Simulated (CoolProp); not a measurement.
Vapour-liquid equilibrium of R134a (1) + R124 (2) at 0.0863 bar; x and y are mole fractions of (1).

Values from CoolProp's multi-fluid Helmholtz-energy mixture model, Tillner-Roth 1994 and de Vries 1995; pair parameters Bell 2016.

Give the bubble temperature and the first vapour's composition at x = 0.2, 0.5, 0.8. Is there an azeotrope?

x = 0.2: 210.9 K, y = 0.376; x = 0.5: 207.4 K, y = 0.678; x = 0.8: 205.3 K, y = 0.875. No azeotrope shows between x = 0.05 and 0.95.

Pair parameters are fitted to limited data, so mixtures are less certain than the pure fluids.
